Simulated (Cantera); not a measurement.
# Premixed flame

A freely propagating, adiabatic, planar premixed flame of H₂ : O₂ : N₂ = 1 : 0.58 : 1.71 (molar parts), unburnt at 450 K and 240000 Pa; mixture-averaged transport, grid criteria slope 0.08 and curve 0.16, no radiation.

Model: the H2/O2 subset of GRI-Mech 3.0, which has no nitrogen chemistry, integrated in Cantera. The hydrogen kinetics of GRI-Mech 3.0 are dated; newer H2 mechanisms differ, most at raised pressure. Burning velocities carry a grid error of a few per cent, more on coarse grids.

```csv
z (mm),T (K),u (m/s),x H₂,x O₂,x HO₂,x OH,x H₂O₂,x O
-0.365,450,4.89,0.304,0.176,<1e-8,<1e-8,<1e-8,<1e-8
-0.243,450,4.89,0.304,0.176,<1e-8,<1e-8,<1e-8,<1e-8
-0.182,450,4.89,0.304,0.176,<1e-8,<1e-8,<1e-8,<1e-8
-0.122,450,4.88,0.303,0.176,2.88e-7,<1e-8,1.15e-8,1.37e-8
-0.0608,473,5.07,0.293,0.179,0.000193,1.45e-5,9.33e-6,3.23e-6
-0.0304,752,7.74,0.247,0.175,0.000680,0.00123,9.16e-5,0.000257
0,1258,12.5,0.155,0.139,0.000280,0.00390,2.72e-5,0.00417
0.0304,1619,15.9,0.0744,0.0821,0.000135,0.0115,5.55e-6,0.0110
0.0608,1812,17.6,0.0449,0.0557,7.64e-5,0.0174,3.00e-6,0.0136
0.122,2007,19.3,0.0346,0.0445,4.47e-5,0.0215,1.63e-6,0.0123
0.243,2189,20.9,0.0288,0.0396,2.64e-5,0.0225,1.02e-6,0.00896
0.486,2344,22.1,0.0216,0.0357,1.54e-5,0.0211,7.52e-7,0.00580
0.973,2459,23.0,0.0146,0.0329,1.04e-5,0.0183,6.55e-7,0.00350
```
x: mole fraction of selected species; z is measured from the peak of heat release.

| Property | Value |
|---|---|
| laminar burning velocity | 489 cm/s |
| thermal thickness | 0.122 mm |
| peak x(HO₂) | 0.000824 |
| peak x(OH) | 0.0225 |
| peak x(H₂O₂) | 9.19e-5 |
| peak x(O) | 0.0137 |
